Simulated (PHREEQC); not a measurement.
1 kg of water holding 0.3 mol/kgw NaOH and 0.22 mol/kgw K2CO3 meets 20 L of dry gas (CO2 0.28, N2 0.72 by moles) at fixed total pressure, at 25 °C; fugacities by Peng-Robinson. The gases take part in no redox reaction, some water evaporates into the gas, and hydrates or a liquid gas phase aren't modelled. No solid was allowed to form.

Model: ion-association model, phreeqc.dat, run in PHREEQC.

### Question
Predict p of CO2 (atm), dissolved N2 (mol/kgw) at P (atm) = 10, 30.

### Answer
| P (atm) | p of CO2 (atm) | dissolved N2 (mol/kgw) |
|---|---|---|
| 10 | 2.25 | 0.00432 |
| 30 | 7.78 | 0.0121 |

The ionic strength reaches 0.80 mol/kgw; past about 0.7 this activity model is rough. Complexes and solids missing from the database can't appear.
